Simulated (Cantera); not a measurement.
# Moist CO burnout

A perfectly stirred reactor is fed with 0.538 % CO, 3.27 % O2, 0.0577 % H2O, 96.1 % N2, at 0.760 atm; it is held at 1100 K, and followed from long to short residence time.

Cantera simulation using GRI-Mech 3.0 (53 species, 325 reactions); the numbers are that mechanism's predictions, not measurements.

| τ (s) | x CO | x O2 | x H2O | x N2O | x NO2 |
|---|---|---|---|---|---|
| 0.41 | 0.00132 | 0.0307 | 0.000574 | 7.07e-7 | 1.93e-9 |
| 0.17 | 0.00210 | 0.0311 | 0.000573 | 5.46e-7 | 8.12e-10 |
| 0.070 | 0.00309 | 0.0315 | 0.000571 | 3.75e-7 | 3.02e-10 |
| 0.029 | 0.00407 | 0.0320 | 0.000570 | 2.16e-7 | 9.60e-11 |
| 0.012 | 0.00483 | 0.0324 | 0.000571 | 9.45e-8 | 2.29e-11 |
| 0.0048 | 0.00528 | 0.0326 | 0.000574 | 1.86e-8 | 1.66e-12 |
| 0.0020 | 0.00538 | 0.0327 | 0.000577 | <1e-12 | <1e-12 |
| 0.00080 | 0.00538 | 0.0327 | 0.000577 | <1e-12 | <1e-12 |
| 0.00033 | 0.00538 | 0.0327 | 0.000577 | <1e-12 | <1e-12 |
| 0.00014 | 0.00538 | 0.0327 | 0.000577 | <1e-12 | <1e-12 |
x: mole fraction; the columns are a selection and need not sum to one.
